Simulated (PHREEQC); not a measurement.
# Ultrapure water in contact with air or piping: an equilibrium model

Model water analysis in mg/L, 20 °C, pH 5.97, pe 10: Na 0.0281; K 0.000453; Ca 0.0277; Mg 0.00076; Cl 0.0316; S(6) as SO4 0.00857; Alkalinity as HCO3 0.0908; Si as SiO2 0.0014; Ni 0.00146; N(5) as NO3 0.000176; Cd 7.12e-05.

Valence states are taken as typed.

The numbers come from PHREEQC with the ion-association model, wateq4f.dat.

```json
{
  "ionic_strength": "4.56e-6 mol/kgw",
  "charge_balance_error": "2.3 %"
}
```

```json
[
 {"species": "CO2", "molality": "6.58e-6", "activity": "6.58e-6", "log γ": "0.000"},
 {"species": "HCO3-", "molality": "2.56e-6", "activity": "2.55e-6", "log γ": "-0.001"},
 {"species": "Na+", "molality": "1.22e-6", "activity": "1.22e-6", "log γ": "-0.001"},
 {"species": "H+", "molality": "1.07e-6", "activity": "1.07e-6", "log γ": "-0.001"},
 {"species": "Cl-", "molality": "8.91e-7", "activity": "8.89e-7", "log γ": "-0.001"},
 {"species": "Ca+2", "molality": "6.91e-7", "activity": "6.84e-7", "log γ": "-0.004"},
 {"species": "SO4-2", "molality": "8.92e-8", "activity": "8.83e-8", "log γ": "-0.004"},
 {"species": "Mg+2", "molality": "3.13e-8", "activity": "3.10e-8", "log γ": "-0.004"},
 {"species": "Ni+2", "molality": "2.48e-8", "activity": "2.46e-8", "log γ": "-0.004"}
]
```

This is a speciation only: nothing precipitates in the calculation. Complexes and solids missing from the database can't appear.
